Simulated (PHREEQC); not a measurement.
Solution (24 °C): 0.012 mol/kgw Pb(NO3)2 and 0.013 mol/kgw NaNO3. Closed to the air; pH follows from the charge balance.

All values are PHREEQC results (ion-association model, wateq4f.dat), not measurements.

Each row changes one thing in this solution. This is a speciation only: nothing precipitates in the calculation.

| case | pH | ionic strength (mol/kgw) | NO3- (mol/kgw) |
|---|---|---|---|
| as made | 4.94 | 0.0444 | 0.0347 |
| diluted 2-fold with water | ? | ? | 0.0177 |
| 0.0082 mol/kgw HBr added | 2.15 | 0.0502 | ? |
| NaNO3 from 0.013 to 0.065 mol/kgw | ? | 0.0934 | 0.0852 |
| Pb(NO3)2 left out | 7.01 | 0.0130 | 0.0130 |
| Pb(NO3)2 from 0.012 to 0.0024 mol/kgw | 5.29 | ? | 0.0175 |

### Question
Complete the blanks.

### Answer

- diluted 2-fold with water, pH: 5.08
- diluted 2-fold with water, ionic strength (mol/kgw): 0.0230
- 0.0082 mol/kgw HBr added, NO3- (mol/kgw): 0.0350
- NaNO3 from 0.013 to 0.065 mol/kgw, pH: 5.01
- Pb(NO3)2 from 0.012 to 0.0024 mol/kgw, ionic strength (mol/kgw): 0.0196

Complexes and solids missing from the database can't appear.
